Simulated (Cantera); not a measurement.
Input: 1 mol SiHCl3, 0.7 mol HCl, 3.1 mol H2, at 975 K.

Method: chemical equilibrium by Gibbs-energy minimisation in Cantera with the NASA 1993 tables (ideal gas, pure condensed phases). Candidate condensed phases: Si; 19 gas species. The tables' values for SiCl3 are old estimates; treat these amounts as uncertain. The numbers say what is thermodynamically allowed, not how fast it happens.

x: gas mole fraction; n: condensed amount in mol.

```tsv
P (Pa)	x H2	x SiCl4	x SiHCl3	x HCl	n Si(s)
100	0.765	0.157	0.0128	0.0536	?
460	0.776	0.160	0.0192	0.0370	?
2100	0.783	0.159	0.0281	0.0254	?
9600	0.785	0.154	0.0401	0.0173	?
44000	0.784	0.145	0.0560	0.0116	?
200000	0.782	0.139	0.0648	0.00962	?
```

Q: Some entries are withheld; supply them.

A: 
- 100, n Si(s): 0.103
- 460, n Si(s): 0.0844
- 2100, n Si(s): 0.0639
- 9600, n Si(s): 0.0410
- 44000, n Si(s): 0.0139
- 200000, n Si(s): 0
